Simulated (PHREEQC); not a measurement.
0.087 g of hydrous ferric oxide (600 m²/g; 0.2 weak and 0.005 strong sites per Fe, Dzombak-Morel constants, diffuse double layer) in 1 kg of water with 0.005 mol/kgw of an inert sodium salt and 1.2e-05 mol/kgw PbCl2, at 25 °C; the pH is set by adding NaOH or the inert anion's acid. Oxygen alone is held at its pressure in air (log pO2 = -0.68). No CO2 enters from the air. Precipitation was switched off in this run.

Equilibrium calculation in PHREEQC: ion-association model, wateq4f.dat.

### Question
Predict surface charge σ (C/m²), surface potential ψ (mV) at pH = 6.5, 8, 8.5, 9.

### Answer
| pH | surface charge σ (C/m²) | surface potential ψ (mV) |
|---|---|---|
| 6.5 | 0.025 | 94 |
| 8 | 0.002 | 13 |
| 8.5 | -0.003 | -15 |
| 9 | -0.008 | -43 |

The oxide is taken as insoluble; below pH 4 it would dissolve.
